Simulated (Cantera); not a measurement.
Feed: 1 mol CO2, 3.8 mol H2, 0.55 mol O2, equilibrated at 3173 K and 37500 Torr.

Method: chemical equilibrium by Gibbs-energy minimisation in Cantera with the NASA 1993 tables (ideal gas, pure condensed phases). Candidate condensed phases: C, C6H6, C7H8, C8H18, H2O; 110 gas species. The ideal-gas law is rough above about 30 bar. Rates play no part.

Base state: H2O 0.396, H2 0.367, CO 0.180, CO2 0.0250, H 0.0224, OH 0.00908, O 0.000332, O2 0.000140 (mole fractions); condensed: gas only.

Question: What changes in the equilibrium state with this change: temperature from 3173 K to 1098.15 K?

Answer: 
```csv
species,before,after
H2O,0.396,0.438
H2,0.367,0.332
CO2,0.0250,0.100
CO,0.180,0.0767
CH4,2.49e-8,0.0536
H,0.0224,2.02e-9
OH,0.00908,<1e-9
O,0.000332,<1e-9
```

Question: What changes in the equilibrium state with this change: pressure from 37500 Torr to 1580 Torr?

Answer: 
```
species    before    after
-------  --------  -------
H2          0.367    0.328
H2O         0.396    0.328
CO          0.180    0.170
H          0.0224    0.103
OH        0.00908   0.0389
CO2        0.0250   0.0219
O        0.000332  0.00734
O2       0.000140  0.00288
HCO       1.31e-5  2.40e-6
```
